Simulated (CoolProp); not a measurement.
Values from CoolProp's reference Helmholtz-energy equation of state, Rui 2013.

Problem. For R236EA, give the phase and the speed of sound (m/s), Prandtl number at 391.3 K and 19 kPa; 391.3 K and 6000 kPa.

Solution. 
- 391.3 K and 19 kPa: gas; speed of sound 150, Prandtl number 0.663
- 391.3 K and 6000 kPa: liquid; speed of sound 293, Prandtl number 3.66

Viscosity comes from a separate model (Huber 2003), an estimate that may be off by 10 % or more. Thermal conductivity comes from a separate model (Huber 2003), an estimate that may be off by 10 % or more.
